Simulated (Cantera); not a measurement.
A closed system holds: 1 mol CH2F2, 0.018 mol CH4, 0.18 mol H2, held at 475 °C and 27.0 Pa.

Cantera equilibrium calculation (NASA polynomials, part measured and part estimated; ideal gas, pure solids and liquids). Candidate condensed phases: C, C6H6, C7H8, C8H18; 95 gas species. Kinetics and transport are ignored.

Base state: HF 0.903, H2 0.0975 (mole fractions); condensed: C(graphite).

Q: What changes in the equilibrium state with this change: CH2F2 replaced by C2F6?

A: 
| species | before | after |
|---|---|---|
| CF4 | <1e-9 | 0.763 |
| HF | 0.903 | 0.237 |
| H2 | 0.0975 | <1e-9 |
| C(graphite), mol | 1.02 | 0.626 |
The feed counts by its element totals alone. Condensed phases not in the tables: fluorocarbon polymer. Gases not in the tables: C2F6 and larger saturated fluorocarbons.
